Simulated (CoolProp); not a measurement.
Octamethylcyclotetrasiloxane (D4) along the isobar 11.2 bar: Z from the reference equation and from simpler models built on Tc = 586.5 K, pc = 13.47 bar, ω = 0.598; each cubic takes its own stable root.

Model: reference Helmholtz-energy equation of state, Thol 2015, in CoolProp.

```json
[
 {"T (K)": "443.8", "phase": "liquid", "reference": "0.1158"},
 {"T (K)": "457.4", "phase": "liquid", "reference": "0.1151"},
 {"T (K)": "470.9", "phase": "liquid", "reference": "0.1147"},
 {"T (K)": "484.5", "phase": "liquid", "reference": "0.1146"},
 {"T (K)": "498", "phase": "liquid", "reference": "0.1149"},
 {"T (K)": "511.6", "phase": "liquid", "reference": "0.1157"},
 {"T (K)": "525.1", "phase": "liquid", "reference": "0.1172"},
 {"T (K)": "538.7", "phase": "liquid", "reference": "0.1195"},
 {"T (K)": "552.2", "phase": "liquid", "reference": "0.1235"},
 {"T (K)": "565.8", "phase": "liquid", "reference": "0.1309"},
 {"T (K)": "579.3", "phase": "gas", "reference": "0.5444"},
 {"T (K)": "592.9", "phase": "gas", "reference": "0.6263"},
 {"T (K)": "606.4", "phase": "gas", "reference": "0.6793"},
 {"T (K)": "620", "phase": "gas", "reference": "0.7196"}
]
```

Problem. How far does each simpler model (van der Waals, Soave-Redlich-Kwong) lie from the reference over these 14 states: mean and median of the absolute difference, and the worst?

Solution. 
- van der Waals: mean 71.3 %, median 69.5 %, worst +339.6 % at 565.8 K and 11.2 bar
- Soave-Redlich-Kwong: mean 10.7 %, median 10.4 %, worst +23.8 % at 565.8 K and 11.2 bar

At some of these states van der Waals gives the other phase, because its saturation line lies elsewhere.
